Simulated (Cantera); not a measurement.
Input (Python, Cantera) and output of one run.

```python
import numpy as np
import cantera as ct

gas_names = """
    N NO NO2 NO3 N2 N2O O O2 O3 Si SiN SiO SiO2 Si2 Si2N Si3
""".split()
cond_names = """
    Si(cr) Si(L) SiO2(Lqz) SiO2(hqz) SiO2(L) Si2N2O(s) Si3N4(a)
""".split()


# ... load() reads the species with a 1 bar reference pressure and builds the phases ...
atoms = {
    'Si': {'Si': 1},
    'N2O': {'N': 2, 'O': 1},
    'N2': {'N': 2},
}
top_T = {'Si2N2O(s)': 2100, 'Si3N4(a)': 2400}  # K; cautious upper limits of use, not melting points


# ... equilibrate(T, P, feed) seeds the gas with the atoms and calls Mixture.equilibrate('TP', solver="vcs", rtol=1e-11, max_steps=5000) ...
results = []
feed = {'Si': 1, 'N2O': 0.058, 'N2': 13}  # mol
P = 50000  # Pa
for T in [923, 1023, 1123, 1223, 1323, 1423, 1523, 1623, 1723, 1823, 1923, 2023, 2123, 2223]:
    mix = equilibrate(T, P, feed)
    results.append((T, P, feed, dict(zip(mix.species_names, mix.species_moles))))

top = {s: max(r[3][s] / sum(r[3][g] for g in gas_names) for r in results) for s in gas_names}
cols = sorted((s for s in top if top[s] > 0.0001), key=lambda s: -top[s])[:7]
seen = [c for c in cond_names if any(r[3].get(c, 0) > 1e-12 for r in results)]
print("log10 of partial pressures in bar; condensed amounts in mol")
print(f"{'T/K':>10s}" + "".join(f"{s[:9]:>10s}" for s in cols + seen))
for T, P, feed, n in results:
    ng = sum(n[g] for g in gas_names)
    print(f"{T:10.4g}" + "".join(f"{np.log10(max(n[s] / ng * P / 1e5, 1e-99)):10.3f}" for s in cols)
          + "".join(f"{n.get(c, 0):10.4g}" for c in seen))
```

Result:

```
log10 of partial pressures in bar; condensed amounts in mol
       T/K        N2       SiO        Si      Si2N       SiN     Si(L) Si2N2O(s)  Si3N4(a)
       923    -0.301   -20.112   -25.778   -32.504   -24.087         0     0.058    0.2947
      1023    -0.301   -16.862   -21.924   -27.577   -20.672         0     0.058    0.2947
      1123    -0.301   -14.200   -18.761   -23.536   -17.871         0     0.058    0.2947
      1223    -0.301   -11.980   -16.119   -20.164   -15.532         0     0.058    0.2947
      1323    -0.301   -10.102   -13.881   -17.310   -13.551         0     0.058    0.2947
      1423    -0.301    -8.493   -11.961   -14.864   -11.853         0     0.058    0.2947
      1523    -0.301    -7.100   -10.297   -12.745   -10.381         0     0.058    0.2947
      1623    -0.301    -5.883    -8.841   -10.894    -9.093         0   0.05797    0.2947
      1723    -0.301    -4.811    -7.557    -9.264    -7.958         0   0.05762    0.2948
      1823    -0.301    -3.860    -6.417    -7.817    -6.950         0   0.05457    0.2958
      1923    -0.302    -3.011    -5.397    -6.525    -6.049         0   0.03371    0.3027
      2023    -0.303    -2.634    -4.479    -5.364    -5.239         0         0    0.3136
      2123    -0.303    -2.656    -3.770    -4.555    -4.626    0.9353         0         0
      2223    -0.303    -2.656    -3.337    -4.246    -4.281     0.925         0         0
```

Cantera equilibrium calculation (NASA polynomials, part measured and part estimated; ideal gas, pure solids and liquids). Mutual solubility and eutectic melting of coexisting phases are not modelled. The tables' values for SiN are old estimates; treat these amounts as uncertain.
